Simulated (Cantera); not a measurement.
Input: 1 mol BN, 15 mol HF, 39 mol H₂, equilibrated at 723.15 K and 91.0 Pa.

Cantera equilibrium calculation (NASA polynomials, part measured and part estimated; ideal gas, pure solids and liquids). Candidate condensed phases: B, BN; 31 gas species. The numbers say what is thermodynamically allowed, not how fast it happens.

Base state: H₂ 0.750, HF 0.222, BF₃ 0.0185, N₂ 0.00926 (mole fractions); condensed: gas only.

**Question.** What changes in the equilibrium state with this change: temperature from 723.15 K to 1675 K?

**Answer.** 
| species | before | after |
|---|---|---|
| H₂ | 0.750 | 0.746 |
| HF | 0.222 | 0.223 |
| BF₃ | 0.0185 | 0.0172 |
| H | <1e-9 | 0.00332 |
| BF₂ | <1e-9 | 0.00109 |
| BHF₂ | 1.10e-9 | 0.000121 |
| BF | <1e-9 | 0.000107 |
The tables' values for BF₂ are old estimates; treat these amounts as uncertain.

**Question.** What changes in the equilibrium state with this change: temperature from 723.15 K to 1573.15 K?

**Answer.** 
| species | before | after |
|---|---|---|
| H₂ | 0.750 | 0.749 |
| HF | 0.222 | 0.222 |
| BF₃ | 0.0185 | 0.0181 |
| H | <1e-9 | 0.00117 |
| BF₂ | <1e-9 | 0.000334 |
| BHF₂ | 1.10e-9 | 7.33e-5 |
| BF | <1e-9 | 1.31e-5 |
| N₂ | 0.00926 | 0.00925 |
The tables' values for BF₂ are old estimates; treat these amounts as uncertain.
